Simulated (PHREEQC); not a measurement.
Hard or scaling water

Consider water at 20 °C with 0.00013 mol/kgw CaSO4, 3.8e-05 mol/kgw Na2SO4 and 4e-05 mol/kgw H4SiO4. Closed to the air; pH follows from the charge balance.

The numbers come from PHREEQC with the ion-association model, wateq4f.dat.

```yaml
pH: 6.97
ionic_strength: 0.000621 mol/kgw
```

```json
[
 {"species": "SO4-2", "molality": "0.000165", "activity": "0.000147", "log γ": "-0.048"},
 {"species": "Ca+2", "molality": "0.000127", "activity": "0.000113", "log γ": "-0.048"},
 {"species": "Na+", "molality": "7.60e-5", "activity": "7.39e-5", "log γ": "-0.012"},
 {"species": "H4SiO4", "molality": "4.00e-5", "activity": "4.00e-5", "log γ": "0.000"},
 {"species": "CaSO4", "molality": "3.18e-6", "activity": "3.18e-6", "log γ": "0.000"},
 {"species": "H+", "molality": "1.11e-7", "activity": "1.08e-7", "log γ": "-0.012"},
 {"species": "OH-", "molality": "6.49e-8", "activity": "6.30e-8", "log γ": "-0.012"}
]
```

Precipitation was switched off in this run. Species that the database lacks are ignored.
